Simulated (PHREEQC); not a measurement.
Dissolve 0.099 mol TMAH and 4.3e-05 mol K2SiO3 per kg of water at 25 °C. Closed to the air; pH follows from the charge balance.

Computed with PHREEQC (ion-association model, phreeqc.dat).

Precipitation was switched off in this run.

**Question.** What pH does the model give?

**Answer.** pH 12.87.

**Question.** In which forms is Si present?

**Answer.** H2SiO4-2 50 %, H3SiO4- 50 % of the Si.

Species that the database lacks are ignored. (CH3)4N+ isn't in the database: it is added as a free cation with an ion size of 4 Å.
